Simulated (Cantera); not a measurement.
## Thermodynamics of silicon carbide growth, feed SiHCl3 + C2H4 + H2

Input: 1 mol SiHCl3, 0.24 mol C2H4, a varied amount of H2, held at 950 °C and 0.870 bar.

Cantera equilibrium calculation (NASA polynomials, part measured and part estimated; ideal gas, pure solids and liquids). Candidate condensed phases: C, C6H6, C7H8, C8H18, Si, SiC; 109 gas species. The tables' values for SiCl3 are old estimates; treat these amounts as uncertain. Kinetics and transport are ignored.

```tsv
n(H2) (mol)	x H2	x HCl	x SiCl4	x SiHCl3	x CH4	x SiCl3	x SiCl2	n C(graphite)	n SiC(s)
1.3	0.578	0.239	0.163	0.0121	0.00388	0.00308	0.000465	0.0393	0.428
1.6	0.602	0.236	0.143	0.0113	0.00419	0.00280	0.000437	0.0209	0.444
2	0.629	0.230	0.123	0.0104	0.00441	0.00253	0.000413	0	0.463
2.5	0.668	0.208	0.107	0.0106	0.00339	0.00250	0.000466	0	0.465
3.1	0.705	0.187	0.0918	0.0107	0.00256	0.00246	0.000525	0	0.467
3.9	0.743	0.165	0.0769	0.0107	0.00184	0.00240	0.000595	0	0.469
4.8	0.775	0.146	0.0645	0.0106	0.00134	0.00232	0.000667	0	0.471
6	0.806	0.126	0.0527	0.0104	0.000938	0.00223	0.000750	0	0.473
7.4	0.833	0.110	0.0429	0.0100	0.000660	0.00212	0.000834	0	0.474
9.2	0.858	0.0947	0.0342	0.00956	0.000454	0.00199	0.000924	0	0.475
11	0.876	0.0833	0.0280	0.00910	0.000332	0.00187	0.000999	0	0.476
```
x: gas mole fraction; n: condensed amount in mol.

From 1.3 mol H2 to 1.6 mol H2 the condensed part is C(graphite) + SiC(s). From 2 mol H2 to 11 mol H2 the condensed part is SiC(s). The main Si-bearing gas is SiCl4 throughout. The share of Si in condensed phases is highest at 11 mol H2 (47.6 %) and lowest at 1.3 mol H2 (42.8 %).
